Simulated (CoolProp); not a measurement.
c-C4F8 (RC318) along the isotherm 226.85 °C: density (kg/m³) from the reference equation and from simpler models built on Tc = 115.2 °C, pc = 27.78 bar, ω = 0.355; each cubic takes its own stable root.

Computed with CoolProp (reference Helmholtz-energy equation of state, Platzer 1990). This equation is an older, rougher fit; its heat capacities, sound speeds and derivatives of the liquid may be far off and weren't checked against measurements.

```csv
p (bar),phase,reference
18.5,gas,97.52
37,supercritical,215.1
55.6,supercritical,353.6
74.1,supercritical,498.3
92.6,supercritical,626.7
111,supercritical,727.6
130,supercritical,807.8
148,supercritical,867.7
167,supercritical,919.0
185,supercritical,959.7
204,supercritical,996.4
222,supercritical,1027
241,supercritical,1055
259,supercritical,1079
278,supercritical,1102
```

Task: How far does each simpler model (ideal gas, van der Waals, Redlich-Kwong, Soave-Redlich-Kwong) lie from the reference over these 15 states: mean and median of the absolute difference, and the worst?

Result: 
- ideal gas: mean 16.5 %, median 17.2 %, worst -28.9 % at 226.85 °C and 92.6 bar
- van der Waals: mean 9.7 %, median 10.2 %, worst +18.2 % at 226.85 °C and 55.6 bar
- Redlich-Kwong: mean 5.7 %, median 5.0 %, worst +10.0 % at 226.85 °C and 74.1 bar
- Soave-Redlich-Kwong: mean 3.7 %, median 3.7 %, worst -7.4 % at 226.85 °C and 92.6 bar
